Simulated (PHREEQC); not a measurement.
Dissolve 0.0057 mol ZnSO4 and 0.00054 mol FeSO4 per kg of water at 90 °C. Closed to the air; pH follows from the charge balance.

Computed with PHREEQC (ion-association model, phreeqc.dat).

Q: The ionic strength comes out as 0.0168 mol/kgw. What activity coefficients do H+, Zn+2, SO4-2, Fe+2, ZnOH+ get?

A: H+ 0.88, Zn+2 0.56, SO4-2 0.56, Fe+2 0.58, ZnOH+ 0.86.

This is a speciation only: nothing precipitates in the calculation. Constants without temperature data keep their 25 °C values here.
